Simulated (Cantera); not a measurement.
Input (Python, Cantera) and output of one run.

```python
import numpy as np
import cantera as ct

gas_names = """
    C CO CO2 C2 C2O C3 C3O2 C4 C5 O O2 O3
""".split()
cond_names = """
    C(gr)
""".split()


# ... load() reads the species with a 1 bar reference pressure and builds the phases ...
atoms = {
    'C': {'C': 1},
    'O2': {'O': 2},
}
top_T = {'C(gr)': 4500}  # K; cautious upper limits of use, not melting points


# ... equilibrate(T, P, feed) seeds the gas with the atoms and calls Mixture.equilibrate('TP', solver="vcs", rtol=1e-11, max_steps=5000) ...
results = []
feed = {'C': 1, 'O2': 0.015}  # mol
T = 2650  # K
for P in [10, 160, 2500, 40000, 630000, 10000000]:
    mix = equilibrate(T, P, feed)
    results.append((T, P, feed, dict(zip(mix.species_names, mix.species_moles))))

top = {s: max(r[3][s] / sum(r[3][g] for g in gas_names) for r in results) for s in gas_names}
cols = sorted((s for s in top if top[s] > 0.0001), key=lambda s: -top[s])[:9]
seen = [c for c in cond_names if any(r[3].get(c, 0) > 1e-12 for r in results)]
print("log10 of partial pressures in bar; condensed amounts in mol")
print(f"{'P/Pa':>10s}" + "".join(f"{s[:9]:>10s}" for s in cols + seen))
for T, P, feed, n in results:
    ng = sum(n[g] for g in gas_names)
    print(f"{P:10.4g}" + "".join(f"{np.log10(max(n[s] / ng * P / 1e5, 1e-99)):10.3f}" for s in cols)
          + "".join(f"{n.get(c, 0):10.4g}" for c in seen))
```

Result:

```
log10 of partial pressures in bar; condensed amounts in mol
      P/Pa        CO        C3         C        C2       CO2        C5     C(gr)
        10    -4.027    -5.349    -5.934    -6.372   -13.640    -7.608     0.965
       160    -2.798    -5.349    -5.934    -6.372   -11.181    -7.608    0.9697
      2500    -1.602    -5.349    -5.934    -6.372    -8.790    -7.608      0.97
     4e+04    -0.398    -5.349    -5.934    -6.372    -6.381    -7.608      0.97
   6.3e+05     0.799    -5.349    -5.934    -6.372    -3.987    -7.608      0.97
     1e+07     2.000    -5.349    -5.934    -6.372    -1.586    -7.608      0.97
```

Equilibrium computed with Cantera from the NASA thermochemical tables; the gas is ideal and each condensed phase is pure. The ideal-gas law is rough above about 30 bar.
